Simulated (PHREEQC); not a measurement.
Consider water at 25 °C with 0.014 mol/kgw NH4HF2, 0.0014 mol/kgw (NH4)2SiF6 and 0.00039 mol/kgw H3PO4. Closed to the air; pH follows from the charge balance.

Equilibrium calculation in PHREEQC: ion-association model, wateq4f.dat.

```json
[
 {"quantity": "pH", "before": "3.17", "after": "3.19"},
 {"quantity": "ionic strength (mol/kgw)", "before": "0.0190", "after": "0.0119"},
 {"quantity": "HF2- (mol/kgw)", "before": "0.000646", "after": "0.000173"},
 {"quantity": "H2F2 (mol/kgw)", "before": "0.000388", "after": "0.000102"},
 {"quantity": "SI of Quartz (SiO2)", "before": "-5.08", "after": "-3.34"}
]
```

Question: Name the change that produced these shifts.
(A) NH4HF2 from 0.014 to 0.007 mol/kgw
(B) 0.018 mol/kgw KOH added
(C) H3PO4 replaced by (NH4)2HPO4 at the same molality
(D) H3PO4 left out

Answer: A, NH4HF2 from 0.014 to 0.007 mol/kgw

This is a speciation only: nothing precipitates in the calculation. H3PO4, which wateq4f.dat lacks, is added to it with the constant of phreeqc.dat. SiF6-2 is the database's only silicon fluoride.
